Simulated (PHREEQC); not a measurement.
# Copper plating or etch bath (model solution)

Solution (20 °C): 0.0017 mol CuCl2, 0.093 mol HNO3 and 0.0092 mol Na2SO4 per kg of water. Closed to the air; pH follows from the charge balance.

Computed with PHREEQC (ion-association model, wateq4f.dat).

| Item | Result |
|---|---|
| pH | 1.15 |
| ionic strength | 0.112 mol/kgw |
| total alkalinity | -93.0 meq/kg |

```
species  molality  activity   log γ
-------  --------  --------  ------
NO3-       0.0930    0.0694  -0.127
H+         0.0863    0.0709  -0.085
Na+        0.0183    0.0143  -0.109
HSO4-     0.00672   0.00518  -0.113
Cl-       0.00340   0.00257  -0.121
SO4-2     0.00231  0.000835  -0.441
```

No solid was allowed to form.
